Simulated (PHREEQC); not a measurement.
1 kg of water holding 0.42 mol/kgw Na2SO4, 0.0066 mol/kgw Na2CO3, 0.015 mol/kgw NaCl and 0.018 mol/kgw NaOH is evaporated at 25 °C; the solids stay in contact with the brine. The system is closed to CO2. The run lets Burkeite, Halite, Mirabilite, Nahcolite, Natron, Thenardite, Trona precipitate or redissolve, and no other solid.

Equilibrium calculation in PHREEQC: Pitzer model, pitzer.dat.

```json
[
 {"water left (kg)": "1", "ionic strength": "1.31", "water activity": "0.983", "Thenardite (mol)": "0", "Mirabilite (mol)": "0", "Burkeite (mol)": "0", "Cl in solution (mol/kgw)": "0.0150"},
 {"water left (kg)": "0.8219", "ionic strength": "1.60", "water activity": "0.980", "Thenardite (mol)": "0", "Mirabilite (mol)": "0", "Burkeite (mol)": "0", "Cl in solution (mol/kgw)": "0.0183"},
 {"water left (kg)": "0.6755", "ionic strength": "___", "water activity": "0.976", "Thenardite (mol)": "0", "Mirabilite (mol)": "0", "Burkeite (mol)": "0", "Cl in solution (mol/kgw)": "0.0222"},
 {"water left (kg)": "0.4563", "ionic strength": "2.88", "water activity": "0.966", "Thenardite (mol)": "0", "Mirabilite (mol)": "0", "Burkeite (mol)": "0", "Cl in solution (mol/kgw)": "0.0329"},
 {"water left (kg)": "0.375", "ionic strength": "3.50", "water activity": "0.959", "Thenardite (mol)": "0", "Mirabilite (mol)": "0", "Burkeite (mol)": "0", "Cl in solution (mol/kgw)": "0.0400"},
 {"water left (kg)": "0.3082", "ionic strength": "4.26", "water activity": "0.950", "Thenardite (mol)": "0", "Mirabilite (mol)": "0", "Burkeite (mol)": "0", "Cl in solution (mol/kgw)": "0.0487"},
 {"water left (kg)": "0.2533", "ionic strength": "5.18", "water activity": "___", "Thenardite (mol)": "0", "Mirabilite (mol)": "0", "Burkeite (mol)": "0", "Cl in solution (mol/kgw)": "0.0592"},
 {"water left (kg)": "0.2011", "ionic strength": "5.94", "water activity": "0.930", "Thenardite (mol)": "0", "Mirabilite (mol)": "0.0396", "Burkeite (mol)": "0", "Cl in solution (mol/kgw)": "0.0746"},
 {"water left (kg)": "0.1439", "ionic strength": "5.97", "water activity": "0.928", "Thenardite (mol)": "0", "Mirabilite (mol)": "0.151", "Burkeite (mol)": "0", "Cl in solution (mol/kgw)": "0.104"},
 {"water left (kg)": "0.05862", "ionic strength": "6.21", "water activity": "0.916", "Thenardite (mol)": "0", "Mirabilite (mol)": "___", "Burkeite (mol)": "0", "Cl in solution (mol/kgw)": "0.256"},
 {"water left (kg)": "0.02749", "ionic strength": "6.85", "water activity": "0.890", "Thenardite (mol)": "0", "Mirabilite (mol)": "0.375", "Burkeite (mol)": "0", "Cl in solution (mol/kgw)": "0.546"},
 {"water left (kg)": "0.01239", "ionic strength": "9.45", "water activity": "0.805", "Thenardite (mol)": "0.0339", "Mirabilite (mol)": "0.365", "Burkeite (mol)": "0", "Cl in solution (mol/kgw)": "1.21"},
 {"water left (kg)": "0.01239", "ionic strength": "9.45", "water activity": "0.805", "Thenardite (mol)": "0.111", "Mirabilite (mol)": "0.287", "Burkeite (mol)": "0", "Cl in solution (mol/kgw)": "1.21"},
 {"water left (kg)": "0.01239", "ionic strength": "9.45", "water activity": "0.805", "Thenardite (mol)": "0.175", "Mirabilite (mol)": "0.224", "Burkeite (mol)": "0", "Cl in solution (mol/kgw)": "1.21"},
 {"water left (kg)": "0.01239", "ionic strength": "9.45", "water activity": "0.805", "Thenardite (mol)": "0.227", "Mirabilite (mol)": "0.172", "Burkeite (mol)": "0", "Cl in solution (mol/kgw)": "1.21"},
 {"water left (kg)": "0.01239", "ionic strength": "9.45", "water activity": "0.805", "Thenardite (mol)": "0.305", "Mirabilite (mol)": "0.0938", "Burkeite (mol)": "0", "Cl in solution (mol/kgw)": "1.21"},
 {"water left (kg)": "0.01239", "ionic strength": "9.45", "water activity": "0.805", "Thenardite (mol)": "0.334", "Mirabilite (mol)": "0.0648", "Burkeite (mol)": "0", "Cl in solution (mol/kgw)": "1.21"},
 {"water left (kg)": "0.01239", "ionic strength": "9.45", "water activity": "0.805", "Thenardite (mol)": "0.358", "Mirabilite (mol)": "0.0410", "Burkeite (mol)": "0", "Cl in solution (mol/kgw)": "1.21"},
 {"water left (kg)": "0.01239", "ionic strength": "9.45", "water activity": "0.805", "Thenardite (mol)": "0.377", "Mirabilite (mol)": "0.0215", "Burkeite (mol)": "0", "Cl in solution (mol/kgw)": "1.21"},
 {"water left (kg)": "0.01239", "ionic strength": "9.45", "water activity": "0.805", "Thenardite (mol)": "0.393", "Mirabilite (mol)": "0.00542", "Burkeite (mol)": "0", "Cl in solution (mol/kgw)": "1.21"},
 {"water left (kg)": "0.01099", "ionic strength": "9.40", "water activity": "0.795", "Thenardite (mol)": "0.403", "Mirabilite (mol)": "0", "Burkeite (mol)": "0", "Cl in solution (mol/kgw)": "1.36"},
 {"water left (kg)": "0.007427", "ionic strength": "8.98", "water activity": "0.756", "Thenardite (mol)": "0.407", "Mirabilite (mol)": "0", "Burkeite (mol)": "0.00266", "Cl in solution (mol/kgw)": "2.02"},
 {"water left (kg)": "0.006094", "ionic strength": "8.71", "water activity": "0.731", "Thenardite (mol)": "0.407", "Mirabilite (mol)": "0", "Burkeite (mol)": "0.00439", "Cl in solution (mol/kgw)": "2.46"},
 {"water left (kg)": "0.005013", "ionic strength": "8.74", "water activity": "0.695", "Thenardite (mol)": "0.406", "Mirabilite (mol)": "0", "Burkeite (mol)": "0.00550", "Cl in solution (mol/kgw)": "2.99"}
]
```

Task: Fill in the missing entries.

Result: 
- 0.6755, ionic strength: 1.94
- 0.2533, water activity: 0.940
- 0.05862, Mirabilite (mol): 0.316
